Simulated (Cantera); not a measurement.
What does this Cantera script print?

```python
import numpy as np
import cantera as ct

gas_names = """
    H HO2 H2 H2O H2O2 O OH O2 O3 Pb PbO Pb2
""".split()
cond_names = """
    H2O(s) H2O(L) Pb(cr) Pb(L) PbO(rd) PbO(yw) PbO(L) PbO2(s) Pb3O4(s)
""".split()


# ... load() reads the species with a 1 bar reference pressure and builds the phases ...
atoms = {
    'PbO': {'Pb': 1, 'O': 1},
    'O2': {'O': 2},
    'H2': {'H': 2},
}
top_T = {'Pb3O4(s)': 820}  # K; cautious upper limits of use, not melting points


# ... equilibrate(T, P, feed) seeds the gas with the atoms and calls Mixture.equilibrate('TP', solver="vcs", rtol=1e-11, max_steps=5000) ...
results = []
feed = {'PbO': 1, 'O2': 2.7, 'H2': 0.1}  # mol
P = 470  # Pa
for T in [1198, 1248, 1298, 1348, 1398, 1448, 1498]:
    mix = equilibrate(T, P, feed)
    results.append((T, P, feed, dict(zip(mix.species_names, mix.species_moles))))

top = {s: max(r[3][s] / sum(r[3][g] for g in gas_names) for r in results) for s in gas_names}
cols = sorted((s for s in top if top[s] > 1e-06), key=lambda s: -top[s])[:9]
seen = [c for c in cond_names if any(r[3].get(c, 0) > 1e-12 for r in results)]
print("log10 of partial pressures in bar; condensed amounts in mol")
print(f"{'T/K':>10s}" + "".join(f"{s[:9]:>10s}" for s in cols + seen))
for T, P, feed, n in results:
    ng = sum(n[g] for g in gas_names)
    print(f"{T:10.4g}" + "".join(f"{np.log10(max(n[s] / ng * P / 1e5, 1e-99)):10.3f}" for s in cols)
          + "".join(f"{n.get(c, 0):10.4g}" for c in seen))
```

Output:

```
log10 of partial pressures in bar; condensed amounts in mol
       T/K        O2       PbO       H2O        Pb        OH         O    PbO(L)
      1198    -2.350    -4.184    -3.773    -6.423    -7.341    -8.794    0.9609
      1248    -2.361    -3.755    -3.784    -5.768    -7.064    -8.357     0.892
      1298    -2.387    -3.361    -3.811    -5.157    -6.822    -7.961    0.7137
      1348    -2.452    -2.998    -3.877    -4.574    -6.628    -7.615    0.2239
      1398    -2.478    -2.922    -3.905    -4.310    -6.423    -7.276         0
      1448    -2.477    -2.930    -3.906    -4.155    -6.213    -6.949         0
      1498    -2.477    -2.942    -3.908    -4.015    -6.018    -6.642         0
```

Cantera equilibrium calculation (NASA polynomials, part measured and part estimated; ideal gas, pure solids and liquids). Gases not in the tables: (PbO)n polymers.
